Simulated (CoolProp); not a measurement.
A simple Rankine cycle with R236FA: condensing at 321.15 K, boiler at 1.34 MPa, turbine inlet 361.2 K, turbine efficiency 0.6, pump efficiency 0.6, no recuperator. Each further row changes one setting.

Model: reference Helmholtz-energy equation of state, Pan 2012, in CoolProp.

```tsv
case	thermal efficiency (%)	net work (kJ/kg)	heat in (kJ/kg)	turbine exit temperature (K)	volume ratio over the turbine
as stated	4.6	7.17	156	339.2	2.74
turbine inlet 381.2 K	4.6	8.15	179	(withheld)	2.62
condensing temperature 313.15 K	5.6	9.27	166	334.8	3.49
boiler pressure 0.938 MPa	(withheld)	4.82	164	349.9	1.77
turbine efficiency 0.5	3.7	(withheld)	156	(withheld)	2.75
```

**Question.** Fill in the missing entries.

**Answer.** 
- turbine inlet 381.2 K, turbine exit temperature (K): 361.7
- boiler pressure 0.938 MPa, thermal efficiency (%): 2.9
- turbine efficiency 0.5, net work (kJ/kg): 5.80
- turbine efficiency 0.5, turbine exit temperature (K): 340.6
